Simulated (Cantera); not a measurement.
Input: 1 mol C6H6, 1.9 mol CO2, 1.8 mol N2, equilibrated at 10.0 Pa.

Method: chemical equilibrium by Gibbs-energy minimisation in Cantera with the NASA 1993 tables (ideal gas, pure condensed phases). Candidate condensed phases: C, C6H6, C7H8, C8H18, H2O; 169 gas species. Ions and electrons are included (thermal ionisation). Rates play no part.

Task: At 4227 °C, list the 7 most abundant gas species with their mole fractions, and the condensed phases.

Result: H 0.340, C 0.267, CO 0.179, N 0.149, O 0.0365, N2 0.0273, CN 0.000671. Condensed: gas only.
